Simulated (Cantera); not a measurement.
Feed: 1 mol BN, 5.2 mol Cl2, equilibrated at 973 K and 3100 Pa.

Method: chemical equilibrium by Gibbs-energy minimisation in Cantera with the NASA 1993 tables (ideal gas, pure condensed phases). Candidate condensed phases: B, BN; 10 gas species. The numbers say what is thermodynamically allowed, not how fast it happens.

Base state: Cl2 0.710, BCl3 0.192, N2 0.0961, Cl 0.00123 (mole fractions); condensed: gas only.

**Question.** What changes in the equilibrium state with this change: pressure from 3100 Pa to 10000 Pa?

**Answer.** 
```json
[
 {"species": "Cl2", "before": "0.710", "after": "0.711"},
 {"species": "BCl3", "before": "0.192", "after": "0.192"},
 {"species": "N2", "before": "0.0961", "after": "0.0961"},
 {"species": "Cl", "before": "0.00123", "after": "0.000684"}
]
```

**Question.** What changes in the equilibrium state with this change: temperature from 973 K to 1598 K?

**Answer.** 
| species | before | after |
|---|---|---|
| Cl2 | 0.710 | 0.384 |
| Cl | 0.00123 | 0.382 |
| BCl3 | 0.192 | 0.156 |
| N2 | 0.0961 | 0.0778 |

**Question.** What changes in the equilibrium state with this change: Cl2 from 5.2 to 0.7 mol?

**Answer.** 
```tsv
species	before	after
BCl3	0.192	0.667
N2	0.0961	0.333
Cl	0.00123	4.43e-7
Cl2	0.710	9.23e-8
BN(s), mol	0	0.533
```
